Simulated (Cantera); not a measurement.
N2O furnace oxynitridation

An isothermal, constant-pressure homogeneous reactor starts with 87.0 % N₂O, 13.0 % O₂, at 1025 K and 0.133 bar.

Detailed kinetics in Cantera: GRI-Mech 3.0 (53 species, 325 reactions). GRI-Mech 3.0 was tuned for natural gas; its chemistry of N2O as a main component is partial and can be far from experiment. The mechanism lacks the step 2 NO + O2 → 2 NO2, which can matter for NO2 below about 1400 K. The temperature is held fixed by assumption; the heat of reaction is taken as removed at once.

```
t (s)     x N₂O   x O₂      x N₂      x NO     x NO₂      x O
--------  -----  -----  --------  --------  --------  -------
2.00e-5   0.870  0.130   1.57e-8  1.24e-10    <1e-12  1.31e-8
7.66e-5   0.870  0.130   7.09e-8   1.53e-9    <1e-12  3.87e-8
0.000294  0.870  0.130   3.47e-7   1.32e-8    <1e-12  6.88e-8
0.00112   0.870  0.130   1.51e-6   6.81e-8    <1e-12  7.27e-8
0.00431   0.870  0.130   5.99e-6   2.80e-7    <1e-12  7.27e-8
0.0165    0.870  0.130   2.31e-5   1.09e-6  9.87e-12  7.27e-8
0.0632    0.869  0.130   8.89e-5   4.20e-6  1.45e-10  7.27e-8
0.242     0.869  0.131  0.000341   1.61e-5   2.07e-9  7.27e-8
0.928     0.868  0.131   0.00130   6.16e-5   2.72e-8  7.27e-8
3.56      0.862  0.133   0.00497  0.000235   2.76e-7  7.27e-8
13.6      0.842  0.138    0.0188  0.000885   1.67e-6  7.26e-8
52.2      0.770  0.159    0.0677   0.00319   6.82e-6  7.20e-8
200       0.559  0.220     0.212   0.00989   2.21e-5  6.96e-8
```
x: mole fraction; the columns are a selection and need not sum to one.

Equilibrium at this temperature and pressure: N₂O 1.27e-9, O₂ 0.394, N₂ 0.606, NO 4.94e-5, NO₂ 1.12e-6, O 5.71e-10 (gas phase only).
